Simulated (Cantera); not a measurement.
Input: 1 mol CH₃SiH₃, 0.0065 mol C₃H₈, 21 mol H₂, held at 0.133 bar.

Equilibrium computed with Cantera from the NASA thermochemical tables; the gas is ideal and each condensed phase is pure. Candidate condensed phases: C, C₆H₆, C₇H₈, C₈H₁₈, Si, SiC; 87 gas species. The feed counts by its element totals alone. Gases not in the tables: Si₂H₆ and higher silanes. Rates play no part.

x: gas mole fraction; n: condensed amount in mol.

```csv
T (°C),x H₂,x H,x Si,x C₂H₂ (acetylene),x CH₄,x SiH,x Si₂C,n SiC(s),n C(graphite)
802,0.999,4.02e-8,<1e-12,1.38e-10,0.000812,<1e-12,<1e-12,1.00,0
902,0.999,3.36e-7,<1e-12,6.46e-9,0.000812,<1e-12,<1e-12,1.00,0
1002,0.999,2.02e-6,<1e-12,1.66e-7,0.000812,1.98e-12,<1e-12,1.00,0
1102,0.999,9.38e-6,1.32e-11,1.78e-6,0.000663,2.71e-11,<1e-12,1.00,0.00349
1202,1.000,3.55e-5,2.85e-10,6.67e-6,0.000387,3.70e-10,<1e-12,1.00,0.00986
1302,1.000,0.000114,4.15e-9,2.11e-5,0.000242,3.62e-9,1.11e-11,1.000,0.0126
1402,0.999,(withheld),(withheld),(withheld),(withheld),(withheld),(withheld),1.000,0.0128
1502,0.999,(withheld),(withheld),(withheld),(withheld),(withheld),(withheld),1.000,(withheld)
1602,0.998,0.00179,2.27e-6,0.000316,8.04e-5,7.69e-7,3.54e-8,1.000,0.00237
1702,0.996,0.00374,1.55e-5,0.000392,4.67e-5,4.08e-6,3.83e-7,0.999,0
1802,0.992,0.00727,9.03e-5,0.000453,2.79e-5,1.88e-5,3.35e-6,0.997,0
1902,0.986,0.0133,0.000395,0.000651,1.96e-5,6.66e-5,2.13e-5,0.986,0
2002,0.974,0.0229,0.00131,0.00121,1.62e-5,0.000181,9.85e-5,0.955,0
2102,0.955,0.0377,0.00358,0.00252,1.47e-5,0.000413,0.000365,0.872,0
```

### Question
What belongs in the gaps?

### Answer

- 1402, x H: 0.000318
- 1402, x Si: 4.38e-8
- 1402, x C₂H₂ (acetylene): 5.80e-5
- 1402, x CH₄: 0.000160
- 1402, x SiH: 2.68e-8
- 1402, x Si₂C: 2.27e-10
- 1502, x H: 0.000792
- 1502, x Si: 3.53e-7
- 1502, x C₂H₂ (acetylene): 0.000142
- 1502, x CH₄: 0.000111
- 1502, x SiH: 1.58e-7
- 1502, x Si₂C: 3.28e-9
- 1502, n C(graphite): 0.00994
